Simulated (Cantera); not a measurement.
Input: 1 mol AlN, 0.036 mol Cl2, equilibrated at 898.15 K and 1.00 bar.

Equilibrium computed with Cantera from the NASA thermochemical tables; the gas is ideal and each condensed phase is pure. Candidate condensed phases: Al, AlCl3, AlN; 11 gas species. Kinetics and transport are ignored.

Base state: AlCl3 0.503, N2 0.374, Al2Cl6 0.123 (mole fractions); condensed: AlN(s).

**Question.** What changes in the equilibrium state with this change: pressure from 1.00 bar to 17.0 mbar?

**Answer.** 
```
species      before    after
-----------  ------  -------
AlCl3         0.503    0.662
N2            0.374    0.335
Al2Cl6        0.123  0.00360
AlN(s), mol   0.976    0.976
```

**Question.** What changes in the equilibrium state with this change: pressure from 1.00 bar to 16.0 mbar?

**Answer.** 
```csv
species,before,after
AlCl3,0.503,0.662
N2,0.374,0.334
Al2Cl6,0.123,0.00339
"AlN(s), mol",0.976,0.976
```
